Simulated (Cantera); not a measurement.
An adiabatic, constant-pressure homogeneous reactor starts with C3H8 : O2 : N2 = 1 : 3.57 : 9.64 (molar parts), equivalence ratio 1.4, at 1600 K and 0.970 bar.

Cantera simulation using GRI-Mech 3.0 (53 species, 325 reactions); the numbers are that mechanism's predictions, not measurements. GRI-Mech 3.0 was tuned for natural gas; its chemistry of propane as a main component is partial and can be far from experiment.

One state of this run: T (K) = 2910; x C3H8 = <1e-12; x O2 = 0.00675; x H2O = 0.145; x H2O2 = 1.77e-7; x C2H2 = <1e-12. x: mole fraction; the columns are a selection and need not sum to one.

Q: Which value of t (s) does it belong to?
(A) 6.07e-6
(B) 0.132
(C) 5.58e-5
(D) 1.84e-5

A: B, 0.132
